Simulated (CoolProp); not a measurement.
Computed with CoolProp (reference Helmholtz-energy equation of state, Akasaka 2023).

Give the vapour pressure (bar), liquid density (kg/m³), enthalpy of vaporisation (kJ/kg), liquid cp (kJ/(kg K)) of saturated R1224YDZ at 287.3, 308.6 K.


```tsv
T (K)	p (bar)	liquid density (kg/m³)	enthalpy of vaporisation (kJ/kg)	liquid cp (kJ/(kg K))
287.3	0.986	1390	170	1.13
308.6	2.11	1330	159	1.17
```
